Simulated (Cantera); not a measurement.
A Cantera script and its output.

```python
import numpy as np
import cantera as ct

gas = ct.Solution("gri30.yaml")
gas.TPX = 1375, 1300, {'C3H8': 1, 'H2': 1.6}
reactor = ct.IdealGasConstPressureReactor(gas, energy="off", clone=False)
net = ct.ReactorNet([reactor])
net.rtol, net.atol = 1e-08, 1e-18
show = ['C3H8', 'H2', 'CH4', 'C2H4', 'H', 'C2H6', 'C2H']
times = np.geomspace(5e-05, 10, 13)

steps = ct.SolutionArray(gas, extra=["t"])
rows = []
print(f"{'t/s':>10s}{'T/K':>9s}{'P/Pa':>11s}" + "".join(f"{s:>11s}" for s in show))
for t in times:
    while net.time < t:
        t_next = net.step()
        steps.append(gas.state, t=t_next)
    rows.append([np.interp(t, steps.t, y) for y in (steps.T, steps.P, *steps(*show).X.T)])
    print(f"{t:10.3e}{rows[-1][0]:9.1f}{rows[-1][1]:11.4g}" + "".join(f"{x:11.3e}" for x in rows[-1][2:]))
rate = np.gradient(steps.T, steps.t)
print("integrator steps:", len(steps.t))
if steps.T.max() > steps.T[0] + 200:
    print(f"time of steepest temperature rise: {steps.t[rate.argmax()]:.4e} s")
gas.TPX = 1375, 1300, {'C3H8': 1, 'H2': 1.6}
gas.equilibrate("TP")
print(f"equilibrium (TP): T = {gas.T:.1f} K  " + "  ".join(f"{s} {gas[s].X[0]:.3e}" for s in show))
```

It prints:

```
       t/s      T/K       P/Pa       C3H8         H2        CH4       C2H4          H       C2H6        C2H
 5.000e-05   1375.0       1300  3.831e-01  6.148e-01  1.279e-04  4.024e-04  2.387e-05  2.925e-05  8.122e-17
 1.383e-04   1375.0       1300  3.786e-01  6.131e-01  1.158e-03  2.833e-03  5.838e-05  1.753e-04  1.836e-14
 3.824e-04   1375.0       1300  3.574e-01  6.050e-01  9.910e-03  1.655e-02  1.350e-04  1.041e-03  2.751e-12
 1.057e-03   1375.0       1300  2.730e-01  5.734e-01  5.570e-02  7.540e-02  2.470e-04  6.250e-03  1.778e-10
 2.924e-03   1375.0       1300  1.119e-01  5.156e-01  1.534e-01  1.873e-01  3.127e-04  1.420e-02  2.948e-09
 8.086e-03   1375.0       1300  1.171e-02  4.872e-01  2.226e-01  2.375e-01  2.645e-04  8.180e-03  1.257e-08
 2.236e-02   1375.0       1300  4.623e-04  4.990e-01  2.267e-01  2.134e-01  9.150e-05  2.220e-03  8.469e-09
 6.184e-02   1375.0       1300  8.113e-06  5.116e-01  2.217e-01  1.859e-01  3.383e-05  5.525e-04  4.267e-09
 1.710e-01   1375.0       1300  6.445e-08  5.239e-01  2.163e-01  1.570e-01  1.531e-05  1.076e-04  2.421e-09
 4.729e-01   1375.0       1300  1.593e-08  5.381e-01  2.098e-01  1.227e-01  8.797e-06  2.748e-05  1.706e-09
 1.308e+00   1375.0       1300  8.677e-09  5.589e-01  2.002e-01  7.252e-02  8.620e-06  1.843e-05  2.095e-09
 3.616e+00   1375.0       1300  3.294e-09  5.822e-01  1.890e-01  1.756e-02  1.016e-05  1.569e-05  2.975e-09
 1.000e+01   1375.0       1300  1.599e-09  5.911e-01  1.828e-01  2.422e-03  1.098e-05  1.488e-05  3.354e-09
integrator steps: 1202
equilibrium (TP): T = 1375.0 K  C3H8 7.145e-11  H2 7.199e-01  CH4 1.501e-02  C2H4 2.709e-03  H 2.567e-05  C2H6 6.194e-07  C2H 7.555e-09
```

Cantera simulation using GRI-Mech 3.0 (53 species, 325 reactions); the numbers are that mechanism's predictions, not measurements. GRI-Mech 3.0 was tuned for natural gas; its chemistry of propane as a main component is partial and can be far from experiment. GRI-Mech 3.0 stops at C3 and has no aromatics, soot or wall deposition, so with more carbon than oxygen in the feed, carbon stays in small species such as C2H2 where larger ones or solid carbon would form. Radical loss at walls, strong at low pressure, is not modelled.
